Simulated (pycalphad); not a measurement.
CALPHAD calculation (pycalphad, COST 507 light-alloy database (1999)), 1 atm. These are 1990s assessments: newer ones move some temperatures and phases. Amounts are mole fractions of atoms. Kinetics are ignored, which matters at the lower temperatures.

**Question.** Give the equilibrium state of Ti-0.6367C (wt.%) at 1750 K.

**Answer.** BCC_A2, fraction 0.984, with 0.51 C wt.%; FCC_A1, fraction 0.016, with 10.7 C wt.%.

**Question.** Give the equilibrium state of Ti-0.6367C (wt.%) at 950 K.

**Answer.** HCP_A3, fraction 0.947, with 0.16 C wt.%; FCC_A1, fraction 0.053, with 12.1 C wt.%.

FCC_A1 is fcc; BCC_A2 is bcc; HCP_A3 is hcp. The fcc model also describes the rock-salt carbide or nitride (TiC, TiN, HfC).
